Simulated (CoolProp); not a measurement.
Carbonyl sulfide along the isotherm 426.1 K: density (kg/m³) from the reference equation and from simpler models built on Tc = 378.8 K, pc = 6.369 MPa, ω = 0.098; each cubic takes its own stable root.

Values from CoolProp's reference Helmholtz-energy equation of state, Lemmon 2006. It is a short technical equation, of lower accuracy than the large ones.

```csv
p (MPa),phase,reference
0.0503,gas,0.8545
0.0813,gas,1.383
0.131,gas,2.232
0.212,gas,3.623
0.343,gas,5.890
0.554,gas,9.590
0.895,gas,15.70
1.45,gas,26.01
2.34,gas,43.60
3.78,gas,75.51
6.1,gas,140.1
9.86,supercritical,317.1
15.9,supercritical,609.8
```

Problem. How far does each simpler model (ideal gas, Redlich-Kwong, Soave-Redlich-Kwong, Peng-Robinson) lie from the reference over these 13 states: mean and median of the absolute difference, and the worst?

Solution. 
- ideal gas: mean 12.9 %, median 3.3 %, worst -55.8 % at 426.1 K and 15.9 MPa
- Redlich-Kwong: mean 0.9 %, median 0.1 %, worst -8.6 % at 426.1 K and 15.9 MPa
- Soave-Redlich-Kwong: mean 1.4 %, median 0.0 %, worst -11.3 % at 426.1 K and 15.9 MPa
- Peng-Robinson: mean 1.0 %, median 0.4 %, worst -3.7 % at 426.1 K and 15.9 MPa
